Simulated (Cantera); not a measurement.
Reactions in the system H-N-S-Si

Standard-state values (1 bar) from the NASA 1993 polynomials, evaluated with Cantera. Values are per mole of reaction as written; species without (g) are pure solids or liquids, kept so even where they would boil at 1 bar.

2 Si₃N₄ + 9 H₂S(g) → 9 S + 4 N₂(g) + 6 SiH₃(g)

| T (K) | ΔH° (kJ) | ΔS° (J/K) | ΔG° (kJ) | log10 K | condensed phases |
|---|---|---|---|---|---|
| 300 | 2930.3 | 276.5 | 2847.3 | -495.76 | Si₃N₄(s), S(s) |
| 423 | 2959.9 | 354.3 | 2810.1 | -347.00 | Si₃N₄(s), S(l) |
| 498 | 2975.1 | 387.3 | 2782.2 | -291.82 | Si₃N₄(s), S(l) |
| 573 | 2989.7 | 414.7 | 2752.1 | -250.88 | Si₃N₄(s), S(l) |
| 648 | 3001.2 | 433.6 | 2720.2 | -219.27 | Si₃N₄(s), S(l) |
| 723 | 3009.9 | 446.3 | 2687.2 | -194.14 | Si₃N₄(s), S(l) |
| 798 | 3017.6 | 456.4 | 2653.4 | -173.68 | Si₃N₄(s), S(l) |
| 873 | 3026.0 | 466.5 | 2618.8 | -156.69 | Si₃N₄(s), S(l) |
| 948 | 3035.5 | 476.9 | 2583.4 | -142.34 | Si₃N₄(s), S(l) |
| 1023 | 3043.3 | 484.8 | 2547.3 | -130.06 | Si₃N₄(s), S(l) |

4 NH₃(g) + Si₃N₄ → 3 SiH₄(g) + 4 N₂(g)

| T (K) | ΔH° (kJ) | ΔS° (J/K) | ΔG° (kJ) | log10 K |
|---|---|---|---|---|
| 300 | 1031.5 | 496.4 | 882.5 | -153.66 |
| 423 | 1032.1 | 498.1 | 821.4 | -101.43 |
| 498 | 1032.6 | 499.3 | 784.0 | -82.23 |
| 573 | 1033.2 | 500.3 | 746.5 | -68.05 |
| 648 | 1033.7 | 501.2 | 708.9 | -57.15 |
| 723 | 1034.2 | 501.9 | 671.3 | -48.50 |
| 798 | 1034.7 | 502.5 | 633.7 | -41.48 |
| 873 | 1035.1 | 503.0 | 596.0 | -35.66 |
| 948 | 1035.3 | 503.3 | 558.2 | -30.76 |
| 1023 | 1035.5 | 503.4 | 520.5 | -26.57 |
